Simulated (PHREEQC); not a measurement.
A column of 0.1 m (40 cells, dispersivity 0.008 m, 3600 s a shift, diffusion coefficient 3e-10 m²/s) holds 0.008 eq of the database's cation exchanger X per kg of pore water, first in equilibrium with 0.00052 mol/kgw MnCl2, 0.0021 mol/kgw Na2SO4 and 1e-05 mol/kgw HCl. It is flushed with 11 mmol/kgw KBr, 0.41 mmol/kgw KCl and 0.01 mmol/kgw HCl, at 15 °C. Values are for the last cell. CO2 from the air is kept out. Precipitation was switched off in this run.

Computed with PHREEQC (ion-association model, phreeqc.dat).

```csv
pore volumes,Br in solution (mol/kgw),K in solution (mol/kgw),S in solution (mol/kgw),Na in solution (mol/kgw),Mn in solution (mol/kgw)
0,0,0,0.00210,0.00420,0.000520
0.3875,0.000116,2.66e-7,0.00208,0.00424,0.000533
0.7625,0.00340,0.000581,0.00145,0.00379,0.00139
1.262,0.00863,0.00472,0.000453,0.00143,0.00197
1.637,0.0102,0.00734,0.000152,0.000539,0.00154
2.013,0.0108,0.00886,4.72e-5,0.000190,0.00111
2.388,0.0109,0.00970,1.41e-5,6.52e-5,0.000803
2.763,0.0110,0.0102,4.16e-6,2.21e-5,0.000592
3.263,0.0110,0.0106,8.03e-7,5.17e-6,0.000408
3.638,0.0110,0.0108,2.33e-7,1.74e-6,0.000315
4.013,0.0110,0.0109,6.72e-8,5.84e-7,0.000246
```
